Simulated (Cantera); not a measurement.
Charge: 1 mol Ta₂O₅, 5.4 mol H₂, held at 2173.15 K and 0.100 bar.

Equilibrium computed with Cantera from the NASA thermochemical tables; the gas is ideal and each condensed phase is pure. Candidate condensed phases: H₂O, Ta, Ta₂O₅; 12 gas species. Mutual solubility and eutectic melting of coexisting phases are not modelled. Condensed phases not in the tables: N, O or C dissolved in the metal. Kinetics and transport are ignored.

Base state: H₂ 0.981, H 0.0151, H₂O 0.00333, TaO₂ 0.000143, TaO 2.92e-5 (mole fractions); condensed: Ta(s) + Ta₂O₅(l).

**Question.** What changes in the equilibrium state with this change: Ta₂O₅ replaced by PbS?

**Answer.** 
| species | before | after |
|---|---|---|
| H₂ | 0.981 | 0.770 |
| Pb | 0 | 0.0986 |
| PbS | 0 | 0.0498 |
| S₂ | 0 | 0.0308 |
| H₂S | 0 | 0.0164 |
| SH | 0 | 0.0157 |
| H | 0.0151 | 0.0134 |
| TaO₂ | 0.000143 | 0 |
| S | 0 | 0.00501 |
| H₂O | 0.00333 | 0 |
| TaO | 2.92e-5 | 0 |
| Ta(s), mol | 0.00701 | 0 |
| Ta₂O₅(l), mol | 0.996 | 0 |
Further candidate phases: Pb, PbS, S.
